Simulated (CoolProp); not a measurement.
Tetradecamethylhexasiloxane (MD4M) along the isobar 1.15 MPa: fugacity coefficient from the reference equation and from simpler models built on Tc = 653.2 K, pc = 0.8286 MPa, ω = 0.800; each cubic takes its own stable root.

Computed with CoolProp (reference Helmholtz-energy equation of state, Thol 2019).

```json
[
 {"T (K)": "425.7", "phase": "liquid", "reference": "0.004281"},
 {"T (K)": "444.6", "phase": "liquid", "reference": "0.008743"},
 {"T (K)": "463.5", "phase": "liquid", "reference": "0.01638"},
 {"T (K)": "482.4", "phase": "liquid", "reference": "0.02849"},
 {"T (K)": "501.2", "phase": "liquid", "reference": "0.04634"},
 {"T (K)": "520.1", "phase": "liquid", "reference": "0.07144"},
 {"T (K)": "539", "phase": "liquid", "reference": "0.1048"},
 {"T (K)": "557.9", "phase": "liquid", "reference": "0.1472"}
]
```

Question: How far does each simpler model (Redlich-Kwong, Peng-Robinson) lie from the reference over these 8 states: mean and median of the absolute difference, and the worst?

Answer: 
- Redlich-Kwong: mean 324.7 %, median 238.8 %, worst +836.5 % at 425.7 K and 1.15 MPa
- Peng-Robinson: mean 5.6 %, median 3.8 %, worst +13.5 % at 425.7 K and 1.15 MPa
